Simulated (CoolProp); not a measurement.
Vapour-liquid equilibrium of benzene (1) + n-decane (2) at 0.3 bar; x and y are mole fractions of (1).

Values from CoolProp's multi-fluid Helmholtz-energy mixture model, Thol 2012 and Lemmon 2006; pair parameters Bell 2016.

```
x      bubble temperature (°C)  y at the bubble point  dew temperature at overall composition x (°C)  liquid density (mol/L)
-----  -----------------------  ---------------------  ---------------------------------------------  ----------------------
0.05                     115.5                  0.448                                          130.3                   4.737
0.125                     97.3                  0.745                                          127.9                   5.070
0.2                       84.8                  0.862                                          125.4                   5.395
0.275                     75.9                  0.916                                          122.7                   5.724
0.35                      69.5                  0.944                                          119.8                   6.067
0.425                     64.5                  0.961                                          116.6                   6.433
0.5                       60.7                  0.972                                          113.1                   6.828
0.575                     57.5                  0.979                                          109.1                   7.260
0.65                      54.8                  0.984                                          104.4                   7.737
0.725                     52.5                  0.989                                           99.0                   8.269
0.8                       50.3                  0.992                                           92.2                   8.867
0.875                     48.3                  0.995                                           83.0                   9.545
0.95                      46.4                  0.998                                           67.9                   10.32
```

No azeotrope shows between x = 0.05 and 0.95.

The pair parameters rest on a limited set of measurements; away from them the model extrapolates.
